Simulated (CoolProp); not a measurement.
Saturation properties of ethanol (Tc = 514.7 K, pc = 62.68 bar, ω = 0.644).

The numbers come from the reference Helmholtz-energy equation of state, Schroeder 2014 in CoolProp.

```json
[
 {"T (K)": "276.8", "p (bar)": "0.02063", "liquid cp (kJ/(kg K))": "[?]", "surface tension (mN/m)": "23.9", "vapour viscosity (µPa s)": "8.11", "liquid conductivity (mW/(m K))": "168"},
 {"T (K)": "291.9", "p (bar)": "[?]", "liquid cp (kJ/(kg K))": "2.387", "surface tension (mN/m)": "22.5", "vapour viscosity (µPa s)": "8.58", "liquid conductivity (mW/(m K))": "165"},
 {"T (K)": "307.1", "p (bar)": "0.1299", "liquid cp (kJ/(kg K))": "2.507", "surface tension (mN/m)": "21.0", "vapour viscosity (µPa s)": "9.05", "liquid conductivity (mW/(m K))": "162"},
 {"T (K)": "322.2", "p (bar)": "0.2809", "liquid cp (kJ/(kg K))": "2.640", "surface tension (mN/m)": "[?]", "vapour viscosity (µPa s)": "9.51", "liquid conductivity (mW/(m K))": "159"},
 {"T (K)": "337.3", "p (bar)": "0.5612", "liquid cp (kJ/(kg K))": "2.785", "surface tension (mN/m)": "[?]", "vapour viscosity (µPa s)": "9.96", "liquid conductivity (mW/(m K))": "157"},
 {"T (K)": "352.5", "p (bar)": "[?]", "liquid cp (kJ/(kg K))": "2.941", "surface tension (mN/m)": "16.6", "vapour viscosity (µPa s)": "10.4", "liquid conductivity (mW/(m K))": "154"},
 {"T (K)": "367.6", "p (bar)": "1.847", "liquid cp (kJ/(kg K))": "3.109", "surface tension (mN/m)": "15.1", "vapour viscosity (µPa s)": "10.9", "liquid conductivity (mW/(m K))": "152"},
 {"T (K)": "382.8", "p (bar)": "3.091", "liquid cp (kJ/(kg K))": "3.292", "surface tension (mN/m)": "[?]", "vapour viscosity (µPa s)": "11.3", "liquid conductivity (mW/(m K))": "149"},
 {"T (K)": "397.9", "p (bar)": "4.925", "liquid cp (kJ/(kg K))": "3.488", "surface tension (mN/m)": "12.1", "vapour viscosity (µPa s)": "11.8", "liquid conductivity (mW/(m K))": "147"},
 {"T (K)": "413", "p (bar)": "[?]", "liquid cp (kJ/(kg K))": "3.694", "surface tension (mN/m)": "10.6", "vapour viscosity (µPa s)": "12.2", "liquid conductivity (mW/(m K))": "144"},
 {"T (K)": "428.2", "p (bar)": "11.15", "liquid cp (kJ/(kg K))": "3.901", "surface tension (mN/m)": "9.09", "vapour viscosity (µPa s)": "[?]", "liquid conductivity (mW/(m K))": "142"}
]
```

What belongs in the gaps?


- 276.8, liquid cp (kJ/(kg K)): 2.281
- 291.9, p (bar): 0.05449
- 322.2, surface tension (mN/m): 19.6
- 337.3, surface tension (mN/m): 18.1
- 352.5, p (bar): 1.051
- 382.8, surface tension (mN/m): 13.6
- 413, p (bar): 7.535
- 428.2, vapour viscosity (µPa s): 12.7

It boils at 351.6 K under 1 atm.

Viscosity comes from a separate model (Kiselev 2005). Thermal conductivity comes from a separate model (Assael 2013). Surface tension comes from a separate correlation (Mulero 2012).
